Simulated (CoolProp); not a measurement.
A Linde-Hampson liquefier for ethylene: isothermal reversible compression at 320 K from 1 atm to 25 MPa, throttling to 1 atm, return gas leaving the recuperator 5 K below the feed. Each further row changes one setting.

Model: reference Helmholtz-energy equation of state, Smukala 2000, in CoolProp.

```csv
case,liquid yield per pass,compression work (kJ/kg of gas)
as stated,…,432
high pressure 50 MPa,…,…
warm-end temperature 350 K,…,…
warm-end gap 10 K,…,432
```

Problem. What belongs in the gaps?

Solution. 
- as stated, liquid yield per pass: 0.419
- high pressure 50 MPa, liquid yield per pass: 0.414
- high pressure 50 MPa, compression work (kJ/kg of gas): 491
- warm-end temperature 350 K, liquid yield per pass: 0.341
- warm-end temperature 350 K, compression work (kJ/kg of gas): 498
- warm-end gap 10 K, liquid yield per pass: 0.412
